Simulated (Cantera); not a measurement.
Premixed flame

A freely propagating, adiabatic, planar premixed flame of CH₃OH : O₂ : N₂ = 1 : 1.15 : 3.46 (molar parts), unburnt at 475 K and 750 Torr; mixture-averaged transport, grid criteria slope 0.08 and curve 0.16, no radiation.

Cantera simulation using GRI-Mech 3.0 (53 species, 325 reactions); the numbers are that mechanism's predictions, not measurements. GRI-Mech 3.0 was tuned for natural gas; its chemistry of methanol as a main component is partial and can be far from experiment. Burning velocities carry a grid error of a few per cent, more on coarse grids.

```csv
z (mm),T (K),u (m/s),x CH₃OH,x O₂,x O,x CO₂,x N₂O,x C₂H₆
-0.619,475,1.34,0.178,0.204,<1e-8,1.34e-7,<1e-8,<1e-8
-0.413,477,1.35,0.177,0.203,<1e-8,2.67e-6,<1e-8,<1e-8
-0.310,485,1.38,0.175,0.201,<1e-8,2.22e-5,<1e-8,<1e-8
-0.206,548,1.59,0.169,0.193,<1e-8,0.000278,<1e-8,2.64e-8
-0.103,934,2.85,0.127,0.155,2.02e-7,0.00360,<1e-8,3.95e-7
-0.0516,1349,4.31,0.0710,0.113,1.48e-5,0.00952,2.28e-8,1.08e-6
0,1766,5.89,0.0124,0.0688,0.000438,0.0198,4.36e-8,1.38e-6
0.0516,1923,6.49,0.000294,0.0411,0.00210,0.0325,4.56e-8,1.73e-7
0.103,1967,6.62,1.67e-6,0.0244,0.00334,0.0450,4.34e-8,<1e-8
0.206,2018,6.74,<1e-8,0.0120,0.00380,0.0624,4.08e-8,<1e-8
0.413,2077,6.89,<1e-8,0.00773,0.00324,0.0746,3.70e-8,<1e-8
0.826,2146,7.08,<1e-8,0.00569,0.00239,0.0783,3.47e-8,<1e-8
1.65,2220,7.28,<1e-8,0.00378,0.00150,0.0795,3.29e-8,<1e-8
```
x: mole fraction of selected species; z is measured from the peak of heat release.

```yaml
laminar_burning_velocity: 133 cm/s
thermal_thickness: 0.206 mm
peak x(O): 0.00381
peak x(C₂H₆): 1.52e-6
grid_points: 147
```
